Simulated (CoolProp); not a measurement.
Computed with CoolProp (reference Helmholtz-energy equation of state, Setzmann 1991).

### Question
Give the vapour pressure (kPa), vapour density (kg/m³), enthalpy of vaporisation (kJ/kg), liquid viscosity (µPa s) of saturated methane at -150.75, -129.05, -123.65 °C.

### Answer
| T (°C) | p (kPa) | vapour density (kg/m³) | enthalpy of vaporisation (kJ/kg) | liquid viscosity (µPa s) |
|---|---|---|---|---|
| -150.75 | 226 | 3.80 | 490 | 93.6 |
| -129.05 | 788 | 12.4 | 433 | 63.5 |
| -123.65 | 1020 | 16.0 | 414 | 57.9 |

Viscosity comes from a separate model (Quiñones-Cisneros 2006).
